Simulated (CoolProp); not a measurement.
Vapour-liquid equilibrium of cis-2-butene (1) + acetone (2) at 335 kPa; x and y are mole fractions of (1).

Values from CoolProp's multi-fluid Helmholtz-energy mixture model, Lemmon 2005 and Lemmon 2006; pair parameters Bell 2016.

| x | bubble temperature, mixture model (K) | bubble temperature, Raoult's law (K) | y, mixture model | y, Raoult's law |
|---|---|---|---|---|
| 0.05 | 358.3 | 363.8 | 0.271 | 0.175 |
| 0.15 | 342.4 | 354.6 | 0.575 | 0.430 |
| 0.25 | 332.6 | 346.8 | 0.713 | 0.601 |
| 0.35 | 326.6 | 340.1 | 0.783 | 0.719 |
| 0.45 | 322.8 | 334.4 | 0.824 | 0.802 |
| 0.55 | 320.3 | 329.4 | 0.852 | 0.863 |
| 0.65 | 318.4 | 325.0 | 0.875 | 0.909 |
| 0.75 | 316.7 | 321.0 | 0.899 | 0.943 |
| 0.85 | 315.1 | 317.5 | 0.929 | 0.970 |
| 0.95 | 313.6 | 314.4 | 0.971 | 0.991 |

The largest gap from Raoult's law is -14.2 K in bubble temperature, at x = 0.25. No azeotrope shows between x = 0.05 and 0.95.

Pair parameters are fitted to limited data, so mixtures are less certain than the pure fluids.
